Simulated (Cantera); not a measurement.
# Pyrogenic steam for wet oxidation

An isothermal, constant-pressure homogeneous reactor starts with H₂ : O₂ : N₂ : H₂O = 1.1 : 1 : 8.7 : 0.21 (molar parts), equivalence ratio 0.55, at 1150 K and 0.140 bar.

Model: the H2/O2 subset of GRI-Mech 3.0, which has no nitrogen chemistry, integrated in Cantera. The temperature is held fixed by assumption; the heat of reaction is taken as removed at once.

| t (s) | x H₂ | x O₂ | x H₂O₂ | x O | x OH | x HO₂ | x H₂O |
|---|---|---|---|---|---|---|---|
| 0.000200 | 0.0999 | 0.0908 | 4.36e-11 | 2.15e-8 | 1.08e-8 | 1.10e-8 | 0.0191 |
| 0.000485 | 0.0998 | 0.0908 | 8.38e-9 | 1.71e-5 | 8.74e-6 | 2.91e-6 | 0.0192 |
| 0.00118 | 0.00998 | 0.0497 | 5.50e-7 | 0.00763 | 0.00235 | 6.41e-6 | 0.0951 |
| 0.00285 | 0.00361 | 0.0444 | 8.05e-7 | 0.00213 | 0.00131 | 5.99e-6 | 0.118 |
| 0.00691 | 0.000633 | 0.0431 | 7.27e-7 | 0.000324 | 0.000486 | 4.40e-6 | 0.124 |
| 0.0168 | 8.27e-5 | 0.0430 | 3.02e-7 | 3.99e-5 | 0.000166 | 1.62e-6 | 0.125 |
| 0.0406 | 1.26e-5 | 0.0430 | 9.57e-8 | 6.52e-6 | 6.81e-5 | 3.75e-7 | 0.125 |
| 0.0985 | 2.59e-6 | 0.0430 | 3.10e-8 | 1.51e-6 | 3.29e-5 | 9.33e-8 | 0.125 |
| 0.239 | 6.95e-7 | 0.0430 | 1.09e-8 | 4.43e-7 | 1.79e-5 | 2.80e-8 | 0.125 |
| 0.579 | 2.25e-7 | 0.0430 | 4.10e-9 | 1.51e-7 | 1.04e-5 | 9.72e-9 | 0.125 |
| 1.40 | 8.12e-8 | 0.0430 | 1.62e-9 | 5.65e-8 | 6.36e-6 | 3.90e-9 | 0.125 |
| 3.40 | 3.18e-8 | 0.0430 | 6.69e-10 | 2.25e-8 | 4.01e-6 | 2.00e-9 | 0.125 |
| 8.25 | 1.40e-8 | 0.0430 | 3.00e-10 | 9.80e-9 | 2.65e-6 | 1.51e-9 | 0.125 |
| 20.0 | 8.10e-9 | 0.0430 | 1.72e-10 | 5.50e-9 | 1.98e-6 | 1.52e-9 | 0.125 |
x: mole fraction; the columns are a selection and need not sum to one.

Equilibrium at this temperature and pressure: H₂ 6.98e-9, O₂ 0.0430, H₂O₂ 1.46e-10, O 4.64e-9, OH 1.82e-6, HO₂ 1.56e-9, H₂O 0.125 (gas phase only).
